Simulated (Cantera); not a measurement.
An isothermal, constant-pressure homogeneous reactor starts with 4.38 % H2, 7.97 % O2, 87.6 % N2, at 1100 K and 26000 Pa.

Cantera simulation using the H2/O2 subset of GRI-Mech 3.0, which has no nitrogen chemistry; the numbers are that mechanism's predictions, not measurements. The temperature is held fixed by assumption; the heat of reaction is taken as removed at once.

x: mole fraction; the columns are a selection and need not sum to one.

| t (s) | x H2 | x O2 | x H2O2 | x O | x OH | x H2O | x HO2 |
|---|---|---|---|---|---|---|---|
| 1.00e-5 | 0.0438 | 0.0797 | <1e-12 | 7.39e-12 | 5.32e-12 | 4.36e-12 | 8.03e-11 |
| 2.70e-5 | 0.0438 | 0.0797 | <1e-12 | 4.44e-11 | 2.50e-11 | 5.77e-11 | 2.22e-10 |
| 7.28e-5 | 0.0438 | 0.0797 | <1e-12 | 3.00e-10 | 1.45e-10 | 8.04e-10 | 6.55e-10 |
| 0.000196 | 0.0438 | 0.0797 | 6.53e-12 | 6.86e-9 | 3.20e-9 | 2.86e-8 | 4.00e-9 |
| 0.000529 | 0.0437 | 0.0796 | (withheld) | (withheld) | (withheld) | (withheld) | (withheld) |
| 0.00143 | 0.00182 | 0.0593 | 9.64e-7 | 0.00196 | 0.000832 | 0.0409 | 9.74e-6 |
| 0.00385 | 0.000174 | 0.0590 | 6.20e-7 | 0.000145 | 0.000163 | 0.0445 | 4.91e-6 |
| 0.0104 | 2.28e-5 | 0.0591 | 2.19e-7 | 1.59e-5 | 5.18e-5 | 0.0448 | 1.26e-6 |
| 0.0280 | (withheld) | 0.0591 | (withheld) | (withheld) | (withheld) | 0.0448 | (withheld) |
| 0.0756 | 3.98e-7 | 0.0591 | 1.79e-8 | 5.63e-7 | 1.02e-5 | 0.0448 | 5.72e-8 |
| 0.204 | 7.28e-8 | 0.0591 | 5.53e-9 | 1.54e-7 | 5.33e-6 | 0.0448 | 1.55e-8 |
| 0.550 | 1.95e-8 | 0.0591 | 1.87e-9 | 4.88e-8 | 2.99e-6 | 0.0448 | 4.95e-9 |
| 1.48 | 6.27e-9 | 0.0591 | 6.68e-10 | 1.68e-8 | 1.75e-6 | 0.0448 | 1.83e-9 |
| 4.00 | 2.21e-9 | 0.0591 | 2.49e-10 | 6.12e-9 | 1.06e-6 | 0.0448 | 8.84e-10 |

Question: Some entries are withheld; supply them.

Answer: 
- 0.000529, x H2O2: 8.78e-9
- 0.000529, x O: 1.60e-5
- 0.000529, x OH: 7.73e-6
- 0.000529, x H2O: 7.17e-5
- 0.000529, x HO2: 4.44e-6
- 0.0280, x H2: 3.00e-6
- 0.0280, x H2O2: 6.29e-8
- 0.0280, x O: 2.59e-6
- 0.0280, x OH: 2.16e-5
- 0.0280, x HO2: 2.59e-7
